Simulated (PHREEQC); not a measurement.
Model water analysis in mg/L, 45 °C, pH 6.33, pe 9.8: Na 0.373; K 8.14; Ca 4.1; Mg 0.682; Cl 2.62; S(6) as SO4 9.93; Alkalinity as HCO3 12.4; B 0.000893.

Valence states are taken as typed.

Computed with PHREEQC (ion-association model, phreeqc.dat).

| Quantity | Result |
|---|---|
| ionic strength | 0.000708 mol/kgw |
| charge-balance error | 0.1 % |

```csv
species,molality,activity,log γ
K+,0.000208,0.000202,-0.014
HCO3-,0.000203,0.000197,-0.013
CO2,0.000179,0.000179,0.000
SO4-2,0.000101,8.90e-5,-0.054
Ca+2,0.000100,8.87e-5,-0.054
Cl-,7.39e-5,7.16e-5,-0.014
Mg+2,2.72e-5,2.40e-5,-0.054
Na+,1.62e-5,1.57e-5,-0.014
CaSO4,1.61e-6,1.61e-6,0.000
MgSO4,8.12e-7,8.12e-7,0.000
```

This is a speciation only: nothing precipitates in the calculation. Species that the database lacks are ignored. Away from 25 °C the constants follow the database's enthalpies or fits; those with neither stay at their 25 °C values.
